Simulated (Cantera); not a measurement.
A closed system holds: 1 mol B2O3, 3.3 mol NH3, 37 mol H2, 0.098 mol H2O, at 368 Torr.

Equilibrium computed with Cantera from the NASA thermochemical tables; the gas is ideal and each condensed phase is pure. Candidate condensed phases: B, BN, B2O3, B3O3H3, H2O; 39 gas species. Mutual solubility and eutectic melting of coexisting phases are not modelled. Gases not in the tables: H3BO3. Rates play no part.

Question: Which condensed phases are stable at each of these points (T (K)): 900, 1000, 1100, 1200, 1300, 1400, 1500, 1600, 1700?

Answer: 
```json
[
 {"T (K)": "900", "condensed phases": "BN(s) + B2O3(l)", "B condensed (%)": "100.0"},
 {"T (K)": "1000", "condensed phases": "BN(s) + B2O3(l)", "B condensed (%)": "100.0"},
 {"T (K)": "1100", "condensed phases": "BN(s) + B2O3(l)", "B condensed (%)": "100.0"},
 {"T (K)": "1200", "condensed phases": "BN(s) + B2O3(l)", "B condensed (%)": "99.9"},
 {"T (K)": "1300", "condensed phases": "BN(s) + B2O3(l)", "B condensed (%)": "99.5"},
 {"T (K)": "1400", "condensed phases": "BN(s) + B2O3(l)", "B condensed (%)": "98.5"},
 {"T (K)": "1500", "condensed phases": "BN(s) + B2O3(l)", "B condensed (%)": "95.5"},
 {"T (K)": "1600", "condensed phases": "BN(s) + B2O3(l)", "B condensed (%)": "87.3"},
 {"T (K)": "1700", "condensed phases": "B2O3(l)", "B condensed (%)": "63.7"}
]
```

From 900 K to 1600 K the condensed part is BN(s) + B2O3(l). At 1700 K the condensed part is B2O3(l).
